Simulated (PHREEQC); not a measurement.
PHREEQC input (ion-association model, wateq4f.dat):

```
SOLUTION_MASTER_SPECIES
  An  An-  0  An  62.0  # stands for a non-complexing anion
SOLUTION_SPECIES
  An- = An-
    -log_k 0
    -gamma 3.0 0
PHASES
  Fix_H+
    H+ = H+
    -log_k 0
SOLUTION 1
  temp 25
  units mmol/kgw
  pH 7 charge
  F 0.13
  Na 10.13
  An 10
END
SELECTED_OUTPUT 1
  -reset false
  -pH true
  -pe true
  -ionic_strength true
  -water true
  -totals F Na
  -molalities Hfo_wOH Hfo_wOH2+ Hfo_wO- Hfo_sOH Hfo_sOH2+ Hfo_sO- Hfo_wF Hfo_wOHF-
USER_PUNCH 1
  -headings sigma psi
  10 PUNCH EDL("sigma", "Hfo"), EDL("psi", "Hfo")
PRINT
  -reset false
USE solution 1
SURFACE 1
  Hfo_wOH 0.000674157 600 0.3
  Hfo_sOH 1.68539e-05
EQUILIBRIUM_PHASES 1
  Fix_H+ -4 HAn 10
    -force_equality true
  O2(g) -0.68 10
END
# ... the last block is repeated for the other 12 points of pH, with NaOH or the acid as the point needs
```

Selected output (columns that matter, 13 of 13 rows; pH added in front):

```
pH	mu	F	Na	m_Hfo_wOH	m_Hfo_wOH2+	m_Hfo_wO-	m_Hfo_sOH	m_Hfo_sOH2+	m_Hfo_sO-	m_Hfo_wF	m_Hfo_wOHF-	sigma	psi
4	0.010408	1.0042e-05	0.01013	0.00017552	0.0003768	1.8731e-06	5.3379e-06	1.1459e-05	5.6964e-08	6.9693e-05	5.0264e-05	0.18016	0.175
4.67	0.010264	1.7899e-05	0.01013	0.00027136	0.00028477	5.9239e-06	8.1371e-06	8.5391e-06	1.7763e-07	4.5286e-05	6.6814e-05	0.11815	0.15375
5.33	0.010203	3.5561e-05	0.01013	0.00035444	0.00021168	1.3596e-05	1.0305e-05	6.1541e-06	3.9527e-07	2.6288e-05	6.8151e-05	0.072741	0.12919
6	0.01017	6.4839e-05	0.01013	0.0004268	0.00015533	2.6865e-05	1.1812e-05	4.2988e-06	7.4348e-07	1.2402e-05	5.2759e-05	0.042492	0.10228
6.67	0.010151	9.689e-05	0.01013	0.00047981	0.00011563	4.5612e-05	1.2615e-05	3.0399e-06	1.1992e-06	4.4594e-06	2.8651e-05	0.023161	0.073236
7.33	0.010139	0.00011814	0.01013	0.00050624	9.2777e-05	6.3281e-05	1.2883e-05	2.361e-06	1.6103e-06	1.2554e-06	1.0606e-05	0.010529	0.041227
8	0.010131	0.00012681	0.01013	0.00051499	8.0588e-05	7.5391e-05	1.2936e-05	2.0243e-06	1.8937e-06	2.9311e-07	2.9e-06	0.0013013	0.0056509
8.67	0.010141	0.00012922	0.010149	0.00051649	7.1912e-05	8.4981e-05	1.2927e-05	1.7999e-06	2.127e-06	6.4043e-08	7.1217e-07	-0.0075633	-0.030982
9.33	0.010171	0.00012981	0.010191	0.0005142	6.1892e-05	9.7867e-05	1.2859e-05	1.5477e-06	2.4474e-06	1.401e-08	1.8021e-07	-0.019864	-0.066284
10	0.010278	0.00012995	0.010317	0.00050446	4.7871e-05	0.00012178	1.2612e-05	1.1969e-06	3.0447e-06	2.9401e-09	4.7968e-08	-0.040636	-0.099811
10.67	0.010721	0.00012998	0.010792	0.00047543	3.0849e-05	0.00016786	1.1886e-05	7.7124e-07	4.1965e-06	5.9127e-10	1.4108e-08	-0.075291	-0.12968
11.33	0.012657	0.00012999	0.01278	0.00040501	1.4774e-05	0.00025436	1.0125e-05	3.6934e-07	6.3591e-06	1.0921e-10	4.635e-09	-0.13165	-0.15393
12	0.021949	0.00013	0.022164	0.00025002	3.4039e-06	0.00042072	6.2506e-06	8.5096e-08	1.0518e-05	1.3918e-11	1.5822e-09	-0.22931	-0.16824
```
